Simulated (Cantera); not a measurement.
A freely propagating, adiabatic, planar premixed flame of H2 : O2 : N2 : H2O = 1 : 0.25 : 0.675 : 0.058 (molar parts), equivalence ratio 2.0, unburnt at 625 K and 45000 Pa; mixture-averaged transport, grid criteria slope 0.08 and curve 0.16, no radiation.

Model: the H2/O2 subset of GRI-Mech 3.0, which has no nitrogen chemistry, integrated in Cantera. Burning velocities carry a grid error of a few per cent, more on coarse grids.

**Question.** Predict: laminar burning velocity; thermal thickness; peak x(HO2); peak x(OH); peak x(O); peak x(H2O2).

**Answer.** 
```json
{
  "laminar_burning_velocity": "1040 cm/s",
  "thermal_thickness": "1.21 mm",
  "peak x(HO2)": "0.000156",
  "peak x(OH)": "0.00852",
  "peak x(O)": "0.00597",
  "peak x(H2O2)": "2.95e-6"
}
```
